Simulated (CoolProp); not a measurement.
Vapour-liquid equilibrium of o-xylene (1) + n-undecane (2) at 231.45 °C; x and y are mole fractions of (1).

Computed with CoolProp (multi-fluid Helmholtz-energy mixture model, Zhou 2012 and Aleksandrov 2011; pair parameters Bell 2016).

| x | bubble pressure, mixture model (MPa) | bubble pressure, Raoult's law (MPa) | y, mixture model | y, Raoult's law |
|---|---|---|---|---|
| 0.05 | 0.2433 | 0.2468 | 0.110 | 0.131 |
| 0.125 | ___ | 0.2785 | 0.253 | 0.291 |
| 0.2 | 0.2995 | 0.3102 | 0.374 | 0.418 |
| 0.275 | 0.3291 | 0.3420 | 0.478 | 0.522 |
| 0.35 | 0.3595 | 0.3737 | 0.566 | 0.607 |
| 0.425 | ___ | 0.4054 | 0.643 | 0.680 |
| 0.5 | 0.4225 | 0.4371 | 0.709 | 0.742 |
| 0.575 | 0.4549 | 0.4688 | 0.768 | 0.795 |
| 0.65 | 0.4878 | 0.5005 | 0.820 | 0.842 |
| 0.725 | 0.5213 | 0.5322 | 0.866 | 0.883 |
| 0.8 | 0.5554 | 0.5639 | 0.907 | 0.920 |
| 0.875 | 0.5899 | 0.5956 | 0.945 | 0.953 |
| 0.95 | 0.6249 | 0.6273 | ___ | 0.982 |

Problem. Some entries are withheld; supply them.

Solution. 
- 0.125, bubble pressure, mixture model (MPa): 0.2708
- 0.425, bubble pressure, mixture model (MPa): 0.3907
- 0.95, y, mixture model: 0.979

The largest gap from Raoult's law is -3.8 % in bubble pressure, at x = 0.35. No azeotrope shows between x = 0.05 and 0.95.

The pair parameters rest on a limited set of measurements; away from them the model extrapolates.
